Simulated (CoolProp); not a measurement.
The numbers come from the reference Helmholtz-energy equation of state, Zhou 2012 in CoolProp.

Problem. For m-xylene, give the phase and the isothermal compressibility (1/MPa), expansivity (1/kK) at 516.4 K and 353 kPa.

Solution. 
- 516.4 K and 353 kPa: gas; isothermal compressibility 3.06, expansivity 2.47
